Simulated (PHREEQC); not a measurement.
Dissolve 0.0035 mol/kgw (NH4)2SO4 and 4.3e-05 mol/kgw CaBr2 at 45 °C. It is in equilibrium with CO2 at log p = -3.4 (atm). Otherwise closed; pH follows from the charge balance.

All values are PHREEQC results (ion-association model, wateq4f.dat), not measurements.

This is a speciation only: nothing precipitates in the calculation.

**Question.** What pH does the model give?

**Answer.** pH 5.46.

**Question.** In which forms is Ca present?

**Answer.** Ca+2 75 %, CaSO4 25 % of the Ca.

Species that the database lacks are ignored. Constants without temperature data keep their 25 °C values here.
